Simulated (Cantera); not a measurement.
Input (Python, Cantera):

```python
import numpy as np
import cantera as ct

gas = ct.Solution("gri30.yaml")
gas.TPX = 775, 500000, {'CH4': 1, 'H2': 0.91, 'O2': 1.36, 'N2': 5.13}
inlet = ct.Reservoir(gas, clone=True)
gas.equilibrate("HP")  # start burning
reactor = ct.IdealGasConstPressureReactor(gas, energy="on", clone=False)
exhaust = ct.Reservoir(gas, clone=True)
tau = [0.11, 0.041, 0.016, 0.006, 0.0023, 0.00087, 0.00033, 0.00013, 4.8e-05, 1.8e-05, 7e-06][0]
for a, b in ((inlet, reactor), (reactor, exhaust)):
    ct.MassFlowController(a, b, mdot=lambda t: reactor.mass / tau)
net = ct.ReactorNet([reactor])
show = ['CH4', 'H2', 'O2', 'HCN', 'H', 'CO']

rows = []
print(f"{'tau/s':>10s}{'T/K':>9s}" + "".join(f"{s:>11s}" for s in show))
for tau in [0.11, 0.041, 0.016, 0.006, 0.0023, 0.00087, 0.00033, 0.00013, 4.8e-05, 1.8e-05, 7e-06]:
    net.initial_time = 0.0
    net.advance(30 * tau)
    before = gas.X
    net.advance(40 * tau)
    drift = np.max(np.abs(gas.X - before) / (gas.X + 1e-9))
    rows.append([gas.T, *gas[show].X, drift])
    print(f"{tau:10.3e}{gas.T:9.1f}" + "".join(f"{x:11.3e}" for x in gas[show].X))
```

It prints:

```
     tau/s      T/K        CH4         H2         O2        HCN          H         CO
 1.100e-01   2145.9  3.720e-04  1.502e-01  2.091e-05  1.195e-05  7.691e-04  9.011e-02
 4.100e-02   2147.9  8.359e-04  1.486e-01  5.400e-05  3.157e-05  7.918e-04  8.939e-02
 1.600e-02   2151.4  1.618e-03  1.454e-01  1.314e-04  6.294e-05  8.264e-04  8.783e-02
 6.000e-03   2156.3  2.820e-03  1.398e-01  3.239e-04  9.348e-05  8.822e-04  8.485e-02
 2.300e-03   2160.1  4.338e-03  1.322e-01  7.624e-04  1.055e-04  9.595e-04  8.073e-02
 8.700e-04   2158.5  6.217e-03  1.235e-01  1.774e-03  9.953e-05  1.062e-03  7.612e-02
 3.300e-04   2143.4  8.651e-03  1.153e-01  4.080e-03  7.826e-05  1.175e-03  7.192e-02
 1.300e-04   2097.2  1.259e-02  1.084e-01  9.572e-03  4.340e-05  1.217e-03  6.820e-02
 4.800e-05    775.0  1.190e-01  1.083e-01  1.619e-01  1.769e-20  4.120e-15  7.595e-17
 1.800e-05    775.0  1.190e-01  1.083e-01  1.619e-01  1.480e-27  3.593e-15  3.534e-23
 7.000e-06    775.0  1.190e-01  1.083e-01  1.619e-01  3.459e-31  3.260e-15  2.149e-24
```

Cantera simulation using GRI-Mech 3.0 (53 species, 325 reactions); the numbers are that mechanism's predictions, not measurements.
